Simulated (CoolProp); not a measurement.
A Linde-Hampson liquefier for CF4 (R14): isothermal reversible compression at 320 K from 1 atm to 30 MPa, throttling to 1 atm, return gas leaving the recuperator 10 K below the feed. Each further row changes one setting.

The numbers come from the reference Helmholtz-energy equation of state, Platzer 1990 in CoolProp. This equation is an older, rougher fit; its heat capacities, sound speeds and derivatives of the liquid may be far off and weren't checked against measurements.

```
case                        liquid yield per pass  compression work (kJ/kg of gas)
--------------------------  ---------------------  -------------------------------
as stated                                     [?]                              159
warm-end temperature 350 K                    [?]                              [?]
warm-end gap 15 K                             [?]                              159
```

Q: Some entries are withheld; supply them.

A: 
- as stated, liquid yield per pass: 0.226
- warm-end temperature 350 K, liquid yield per pass: 0.172
- warm-end temperature 350 K, compression work (kJ/kg of gas): 179
- warm-end gap 15 K, liquid yield per pass: 0.214
